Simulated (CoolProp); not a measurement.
Properties of methanol along the isotherm 346.85 °C.

Model: reference Helmholtz-energy equation of state, de Reuck 1993, in CoolProp.

```
p (bar)          phase  density (kg/m³)  cp (kJ/(kg K))  speed of sound (m/s)  expansivity (1/kK)  fugacity coefficient
-------  -------------  ---------------  --------------  --------------------  ------------------  --------------------
103      supercritical            81.96           3.489                 356.6               3.592                0.8047
205      supercritical            215.4           5.902                 334.4               8.389                0.6521
308      supercritical            354.3           5.646                 419.5               6.115                0.5431
411      supercritical            431.0           5.138                 521.5               4.129                0.4786
513      supercritical            479.5           4.859                 609.2               3.151                0.4406
616      supercritical            514.7           4.674                 690.5               2.557                0.4173
719      supercritical            541.9           4.549                 765.2               2.174                0.4035
822      supercritical            563.8           4.460                 834.2               1.910                0.3963
```

The peak of cp marks the crossing from liquid-like to gas-like fluid above the critical point.
